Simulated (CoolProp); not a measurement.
500 sccm (0 °C, 1 atm) of nitrogen bubbles through liquid n-decane at 346.8 K and leaves saturated at a total pressure of 0.0604 MPa (ideal gas phase). Each further row changes one setting.

Computed with CoolProp (reference Helmholtz-energy equation of state, Lemmon 2006). It is a short technical equation, of lower accuracy than the large ones.

| case | vapour pressure (kPa) | mole fraction of vapour | delivery (mg/min) | delivery (sccm) | change of delivery for a bath 1 K warmer (%) |
|---|---|---|---|---|---|
| as stated | 3.03 | 0.0502 | 168 | … | … |
| bath temperature 351.8 K | 3.83 | … | … | … | 5.0 |
| total pressure 0.121 MPa | 3.03 | … | 81.5 | … | 5.0 |

Task: Complete the blanks.

Result: 
- as stated, delivery (sccm): 26.4
- as stated, change of delivery for a bath 1 K warmer (%): 5.2
- bath temperature 351.8 K, mole fraction of vapour: 0.0634
- bath temperature 351.8 K, delivery (mg/min): 215
- bath temperature 351.8 K, delivery (sccm): 33.9
- total pressure 0.121 MPa, mole fraction of vapour: 0.0250
- total pressure 0.121 MPa, delivery (sccm): 12.8
